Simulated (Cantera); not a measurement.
Transport properties of process gases

Gas mixture: 100 % C₂H₄, at 0.510 Torr, frozen composition.

Cantera's kinetic-theory transport with the Lennard-Jones parameters of GRI-Mech 3.0, ideal gas; thermal conductivity in the mixture-averaged form. The composition is frozen, though it would react at the higher temperatures.

| T (K) | ρ (kg/m³) | cp (J/kg/K) | μ (µPa s) | λ (mW/m/K) | Pr | D (cm²/s) N₂ | D (cm²/s) H₂ | D (cm²/s) C₂H₂ |
|---|---|---|---|---|---|---|---|---|
| 400 | 0.000574 | 1877 | 13.3 | 33.6 | 0.745 | 406 | 1530 | 321 |
| 550 | 0.000417 | 2380 | 17.7 | 56.4 | 0.749 | 716 | 2640 | 579 |
| 700 | 0.000328 | 2785 | 21.7 | 80.4 | 0.750 | 1090 | 3970 | 893 |
| 850 | 0.000270 | 3081 | 25.2 | 104 | 0.744 | 1520 | 5490 | 1260 |
| 1000 | 0.000229 | 3354 | 28.5 | 128 | 0.748 | 2000 | 7210 | 1670 |
| 1150 | 0.000200 | 3563 | 31.5 | 150 | 0.747 | 2530 | 9100 | 2120 |
| 1300 | 0.000176 | 3737 | 34.4 | 172 | 0.747 | 3110 | 11200 | 2610 |
| 1450 | 0.000158 | 3881 | 37.1 | 193 | 0.747 | 3730 | 13400 | 3140 |
D: mixture-averaged diffusion coefficient of that species in the mixture.
